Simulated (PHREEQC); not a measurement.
PHREEQC input (ion-association model, wateq4f.dat):

```
SOLUTION_SPECIES
  SO4-2 + 10H+ + 8e- = H2S + 4H2O  # shut off: sulfate is not reduced
    -log_k -100
    -delta_h 0
    -analytic -100
SOLUTION 1
  temp 25
  units mmol/kgw
  pH 7 charge
  S(6) 45.21
  Ni 45
  Na 0.42
  Cl 49
SOLUTION 2
  temp 25
  units mmol/kgw
  pH 7 charge
  Cl 23.6
  Zn 9.3
  Na 5
  S(6) 4.6
  Mn(2) 4.6
END
SELECTED_OUTPUT 1
  -reset false
  -pH true
  -pe true
  -ionic_strength true
  -water true
  -totals Cl Mn Na Ni S Zn Mn(2) Mn(3) Mn(6) Mn(7)
    S(-2) S(6)
  -molalities H+ Cl- Mn+2 Na+ Ni+2 SO4-2 Zn+2 NaSO4- HSO4- H2S
    HS- S-2 O2 OH- Mn+3 MnCl+ MnCl2 MnCl3- MnOH+ Mn(OH)3-
    MnSO4 MnO4- MnO4-2 ZnCl+ ZnCl2 ZnCl3- ZnCl4-2 ZnOH+ Zn(OH)2 Zn(OH)3-
    Zn(OH)4-2 ZnOHCl Zn(HS)2 Zn(HS)3- ZnSO4 Zn(SO4)2-2 NiCl+ NiOH+ Ni(OH)2 Ni(OH)3-
    NiSO4 NiCl2 Ni(SO4)2-2
  -saturation_indices Pyrochroite Zn(OH)2-e Zn4(OH)6SO4 Zn5(OH)8Cl2 Ni(OH)2 Ni4(OH)6SO4 Halite Mirabilite Goslarite Morenosite
PRINT
  -reset false
MIX 1
  1 1
  2 0
END
# ... the last block is repeated for the other 20 points of share of solution B
```

Selected output (columns that matter, 20 of 21 rows; share of solution B added in front):

```
share of solution B	pH	mu	Cl	Mn	Na	Ni	S	Zn	si_Pyrochroite	si_Zn(OH)2-e	si_Zn4(OH)6SO4	si_Zn5(OH)8Cl2	si_Ni(OH)2	si_Ni4(OH)6SO4
0	1.5958	0.14719	0.049	0	0.00042	0.045	0.04521	0	-1000	-1000	-1000	-1000	-9.5735	-32.553
0.05	1.614	0.14231	0.04773	0.00023	0.000649	0.04275	0.043179	0.000465	-16.199	-12.234	-36.842	-48.331	-9.5541	-32.52
0.1	1.6333	0.13741	0.04646	0.00046	0.000878	0.0405	0.041149	0.00093	-15.853	-11.888	-35.505	-46.658	-9.5336	-32.486
0.15	1.6536	0.13249	0.04519	0.00069	0.001107	0.03825	0.039118	0.001395	-15.63	-11.665	-34.661	-45.601	-9.5118	-32.45
0.2	1.6753	0.12755	0.04392	0.00092	0.001336	0.036	0.037088	0.00186	-15.456	-11.489	-34.013	-44.787	-9.4886	-32.411
0.25	1.6984	0.12258	0.04265	0.00115	0.001565	0.03375	0.035057	0.002325	-15.306	-11.338	-33.467	-44.101	-9.4638	-32.37
0.3	1.7232	0.11758	0.04138	0.00138	0.001794	0.0315	0.033027	0.00279	-15.17	-11.201	-32.982	-43.489	-9.4373	-32.325
0.35	1.75	0.11255	0.04011	0.00161	0.002023	0.02925	0.030996	0.003255	-15.042	-11.072	-32.533	-42.921	-9.4086	-32.277
0.4	1.779	0.1075	0.03884	0.00184	0.002252	0.027	0.028966	0.00372	-14.918	-10.948	-32.105	-42.377	-9.3775	-32.225
0.45	1.8106	0.10241	0.03757	0.00207	0.002481	0.02475	0.026935	0.004185	-14.795	-10.824	-31.689	-41.845	-9.3436	-32.169
0.55	1.8842	0.092135	0.03503	0.00253	0.002939	0.02025	0.022874	0.005115	-14.542	-10.568	-30.851	-40.766	-9.2648	-32.038
0.6	1.9278	0.086941	0.03376	0.00276	0.003168	0.018	0.020844	0.00558	-14.407	-10.431	-30.413	-40.196	-9.2182	-31.96
0.65	1.9776	0.081706	0.03249	0.00299	0.003397	0.01575	0.018813	0.006045	-14.261	-10.284	-29.948	-39.588	-9.1651	-31.872
0.7	2.0357	0.076425	0.03122	0.00322	0.003626	0.0135	0.016783	0.00651	-14.101	-10.122	-29.444	-38.922	-9.1034	-31.769
0.75	2.105	0.071095	0.02995	0.00345	0.003855	0.01125	0.014752	0.006975	-13.919	-9.938	-28.88	-38.171	-9.0299	-31.647
0.8	2.1911	0.06571	0.02868	0.00368	0.004084	0.009	0.012722	0.00744	-13.704	-9.7209	-28.223	-37.288	-8.9393	-31.496
0.85	2.3039	0.060263	0.02741	0.00391	0.004313	0.00675	0.010691	0.007905	-13.435	-9.45	-27.412	-36.192	-8.8212	-31.297
0.9	2.4661	0.054749	0.02614	0.00414	0.004542	0.0045	0.008661	0.00837	-13.067	-9.0789	-26.314	-34.695	-8.6529	-31.01
0.95	2.7511	0.049157	0.02487	0.00437	0.004771	0.00225	0.0066305	0.008835	-12.452	-8.4601	-24.491	-32.206	-8.3608	-30.493
1	5.6177	0.043478	0.0236	0.0046	0.005	0	0.0046	0.0093	-6.6707	-2.6748	-7.2026	-9.0491	-1000	-1000
```
